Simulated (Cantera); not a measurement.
Feed: 1 mol TEOS, 0.75 mol NO, 0.64 mol H2, held at 2148 K and 0.600 bar.

Equilibrium computed with Cantera from the NASA thermochemical tables; the gas is ideal and each condensed phase is pure. Candidate condensed phases: C, C6H6, C7H8, C8H18, H2O, Si, SiC, SiO2, Si2N2O, Si3N4; 151 gas species. The feed counts by its element totals alone. Gases not in the tables: Si2H6 and higher silanes. Rates play no part.

Base state: H2 0.668, CO 0.297, N2 0.0221, H 0.00440, SiO 0.00380, HCN 0.00308, C2H2 (acetylene) 0.00128, HNC 0.000225 (mole fractions); condensed: C(graphite) + SiC(s).

### Question
What changes in the equilibrium state with this change: temperature from 2148 K to 625 K?

### Answer
| species | before | after |
|---|---|---|
| CH4 | 7.90e-5 | 0.485 |
| H2O | 8.07e-6 | 0.307 |
| H2 | 0.668 | 0.129 |
| CO2 | 7.02e-7 | 0.0281 |
| CO | 0.297 | 0.000572 |
| N2 | 0.0221 | 0.0495 |
| SiO | 0.00380 | <1e-9 |
| H | 0.00440 | <1e-9 |
| HCN | 0.00308 | <1e-9 |
| C2H2 (acetylene) | 0.00128 | <1e-9 |
| C(graphite), mol | 2.28 | 4.11 |
| SiC(s), mol | 0.939 | 0 |
| SiO2(α-quartz), mol | 0 | 1.00 |
